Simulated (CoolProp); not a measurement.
Hexamethyldisiloxane (MM) at several states: Z from the reference equation and from simpler models built on Tc = 518.7 K, pc = 1.931 MPa, ω = 0.418; each cubic takes its own stable root.

Model: reference Helmholtz-energy equation of state, Thol 2016, in CoolProp.

```tsv
T (K)	p (MPa)	phase	reference
338.3	0.423	liquid	0.03406
318.1	0.172	liquid	0.01430
412.3	0.395	liquid	0.02991
396.3	2.97	liquid	0.2228
605.4	1.86	gas	0.7958
```

Question: How far does each simpler model (Redlich-Kwong, Soave-Redlich-Kwong) lie from the reference over these 5 states: mean and median of the absolute difference, and the worst?

Answer: 
- Redlich-Kwong: mean 556.0 %, median 13.0 %, worst +2737.8 % at 412.3 K and 0.395 MPa
- Soave-Redlich-Kwong: mean 6.2 %, median 6.9 %, worst +8.3 % at 412.3 K and 0.395 MPa

At some of these states Redlich-Kwong gives the other phase, because its saturation line lies elsewhere.
